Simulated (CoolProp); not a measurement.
Vapour-liquid equilibrium of R152A (1) + R227EA (2) at 0.00144 MPa; x and y are mole fractions of (1).

Computed with CoolProp (multi-fluid Helmholtz-energy mixture model, Outcalt 1996 and Lemmon 2016; pair parameters Bell 2016).

Problem. Give the bubble temperature and the first vapour's composition at x = 0.2, 0.65, 0.875. Is there an azeotrope?

Solution. x = 0.2: -85.5 °C, y = 0.314; x = 0.65: -89.2 °C, y = 0.788; x = 0.875: -90.2 °C, y = 0.920. No azeotrope shows between x = 0.05 and 0.95.

The pair parameters rest on a limited set of measurements; away from them the model extrapolates. The gap from Raoult's law changes sign with composition, which may be real or a fault of the pair parameters; it wasn't checked against measurements.
